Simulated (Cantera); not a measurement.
Charge: 1 mol Si₃N₄, a varied amount of N₂O, 15 mol H₂, at 1898.15 K and 720 Torr.

Method: chemical equilibrium by Gibbs-energy minimisation in Cantera with the NASA 1993 tables (ideal gas, pure condensed phases). Candidate condensed phases: H₂O, Si, SiO₂, Si₂N₂O, Si₃N₄; 35 gas species. Mutual solubility and eutectic melting of coexisting phases are not modelled. Gases not in the tables: Si₂H₆ and higher silanes. Rates play no part.

**Question.** At 0.64 mol N₂O, list the 4 most abundant gas species with their mole fractions, and the condensed phases.

**Answer.** H₂ 0.944, N₂ 0.0542, SiO 0.00136, H 0.000776. Condensed: Si₂N₂O(s) + Si₃N₄(s).
